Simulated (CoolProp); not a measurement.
Model: reference Helmholtz-energy equation of state, Lemmon 2006, in CoolProp. It is a short technical equation, of lower accuracy than the large ones.

Question: Give the vapour pressure (bar), vapour density (kg/m³) of saturated carbon monoxide at 104.7, 107.8, 120.2 K.

Answer: 
```
T (K)  p (bar)  vapour density (kg/m³)
-----  -------  ----------------------
104.7     7.59                    29.4
107.8     9.30                    36.2
120.2     19.0                    79.8
```
